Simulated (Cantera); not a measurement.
A closed system holds: 1 mol Si₃N₄, 14 mol Cl₂, 63 mol H₂, held at 0.00170 bar.

Cantera equilibrium calculation (NASA polynomials, part measured and part estimated; ideal gas, pure solids and liquids). Candidate condensed phases: NH₄Cl, Si, Si₃N₄; 28 gas species. The tables' values for SiCl₃ are old estimates; treat these amounts as uncertain. Rates play no part. All values below are at 948 K.

Base state: H₂ 0.673, HCl 0.300, SiCl₄ 0.0162, N₂ 0.0110, SiHCl₃ 0.000164, SiCl₃ 4.16e-5 (mole fractions); condensed: Si₃N₄(s).

Task: What changes in the equilibrium state with this change: Cl₂ from 14 to 20 mol?

Result: 
```tsv
species	before	after
H₂	0.673	0.585
HCl	0.300	0.364
SiCl₄	0.0162	0.0306
N₂	0.0110	0.0206
SiCl₃	4.16e-5	6.02e-5
SiHCl₃	0.000164	0.000221
Si₃N₄(s), mol	0.580	0.155
```
